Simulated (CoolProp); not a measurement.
Vapour-liquid equilibrium of carbon dioxide (1) + n-perfluorobutane (2) at -29.95 °C; x and y are mole fractions of (1).

The numbers come from the multi-fluid Helmholtz-energy mixture model, Span 1996 and Gao 2022; pair parameters Bell 2016 in CoolProp.

```
x     bubble pressure, mixture model (kPa)  bubble pressure, Raoult's law (kPa)  y, mixture model  y, Raoult's law
----  ------------------------------------  -----------------------------------  ----------------  ---------------
0.05                                 127.2                                98.18             0.781            0.728
0.15                                 354.5                                238.4             0.923            0.900
0.25                                 572.8                                378.6             0.954            0.944
0.35                                 746.1                                518.8             0.966            0.965
0.45                                 869.2                                659.0             0.972            0.977
0.55                                 957.2                                799.2             0.975            0.984
0.65                                  1032                                939.4             0.979            0.990
0.75                                  1114                                 1080             0.983            0.993
0.85                                  1218                                 1220             0.988            0.997
0.95                                  1352                                 1360             0.996            0.999
```

The largest gap from Raoult's law is +51.3 % in bubble pressure, at x = 0.25. No azeotrope shows between x = 0.05 and 0.95.

The pair parameters rest on a limited set of measurements; away from them the model extrapolates. The gap from Raoult's law changes sign with composition, which may be real or a fault of the pair parameters; it wasn't checked against measurements. With so large a gap from Raoult's law the liquid may split in two, which this calculation doesn't test in full.
